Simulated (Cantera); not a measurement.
A Cantera script and what it prints.

```python
import numpy as np
import cantera as ct

gas_names = """
    H HO2 H2 H2O H2O2 O OH O2 O3 Si SiH SiH2 SiH3 SiH4 SiO SiO2 Si2 Si3
""".split()
cond_names = """
    H2O(s) H2O(L) Si(cr) Si(L) SiO2(Lqz) SiO2(hqz) SiO2(L)
""".split()


# ... load() reads the species with a 1 bar reference pressure and builds the phases ...
atoms = {
    'SiO2': {'Si': 1, 'O': 2},
    'H2': {'H': 2},
}
top_T = {}  # K; cautious upper limits of use, not melting points


# ... equilibrate(T, P, feed) seeds the gas with the atoms and calls Mixture.equilibrate('TP', solver="vcs", rtol=1e-11, max_steps=5000) ...
results = []
T = 2148  # K
P = 100000  # Pa
for m in [13, 17, 22, 28, 35, 45, 57, 73]:
    feed = {'SiO2': 1, 'H2': m}  # mol
    mix = equilibrate(T, P, feed)
    results.append((T, P, feed, dict(zip(mix.species_names, mix.species_moles))))
    x = sorted(zip(gas.X, gas.species_names), reverse=True)
    print(f"T = {T:g} K  P = {P:g} Pa  n(H2) = {m:g} mol  gas = {mix.phase_moles(0):.4g} mol")
    print("   x: " + "  ".join(f"{s} {v:.3e}" for v, s in x if v > 0.001))
    print("   condensed (mol): " + ("  ".join(f"{mix.phase(i).name} {mix.phase_moles(i):.4g}"
          for i in range(1, mix.n_phases) if mix.phase_moles(i) > 1e-12) or "none"))
```

It prints:

```
T = 2148 K  P = 100000 Pa  n(H2) = 13 mol  gas = 13.35 mol
   x: H2 9.477e-01  SiO 2.412e-02  H2O 2.411e-02  H 4.057e-03
   condensed (mol): SiO2(L) 0.678
T = 2148 K  P = 100000 Pa  n(H2) = 17 mol  gas = 17.46 mol
   x: H2 9.477e-01  SiO 2.412e-02  H2O 2.411e-02  H 4.057e-03
   condensed (mol): SiO2(L) 0.5789
T = 2148 K  P = 100000 Pa  n(H2) = 22 mol  gas = 22.59 mol
   x: H2 9.477e-01  SiO 2.412e-02  H2O 2.411e-02  H 4.057e-03
   condensed (mol): SiO2(L) 0.455
T = 2148 K  P = 100000 Pa  n(H2) = 28 mol  gas = 28.75 mol
   x: H2 9.477e-01  SiO 2.412e-02  H2O 2.411e-02  H 4.057e-03
   condensed (mol): SiO2(L) 0.3064
T = 2148 K  P = 100000 Pa  n(H2) = 35 mol  gas = 35.94 mol
   x: H2 9.477e-01  SiO 2.412e-02  H2O 2.411e-02  H 4.057e-03
   condensed (mol): SiO2(L) 0.133
T = 2148 K  P = 100000 Pa  n(H2) = 45 mol  gas = 46.09 mol
   x: H2 9.525e-01  SiO 2.169e-02  H2O 2.168e-02  H 4.068e-03
   condensed (mol): none
T = 2148 K  P = 100000 Pa  n(H2) = 57 mol  gas = 58.12 mol
   x: H2 9.615e-01  SiO 1.720e-02  H2O 1.720e-02  H 4.087e-03
   condensed (mol): none
T = 2148 K  P = 100000 Pa  n(H2) = 73 mol  gas = 74.15 mol
   x: H2 9.689e-01  SiO 1.348e-02  H2O 1.348e-02  H 4.103e-03
   condensed (mol): none
```

These are equilibrium values from Cantera (NASA tables, ideal gas, pure condensed phases), not measurements of a reactor. The tables hold silica as quartz up to 1696 K and as liquid above; real silica turns to tridymite and cristobalite and melts near 1996 K. Gases not in the tables: Si(OH)4.
